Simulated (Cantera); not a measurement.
Input: 1 mol Fe2O3, 15 mol CO, 2.7 mol H2, equilibrated at 2200 K.

Equilibrium computed with Cantera from the NASA thermochemical tables; the gas is ideal and each condensed phase is pure. Candidate condensed phases: C, C6H6, C7H8, C8H18, Fe, Fe(CO)5, FeO, Fe(OH)2, Fe(OH)3, Fe2O3, Fe3O4, H2O; 114 gas species. Kinetics and transport are ignored.

### Question
At 10.0 Pa, list the 4 most abundant gas species with their mole fractions, and the condensed phases.

### Answer
CO 0.623, H 0.112, Fe 0.0911, CO2 0.0736. Condensed: gas only.
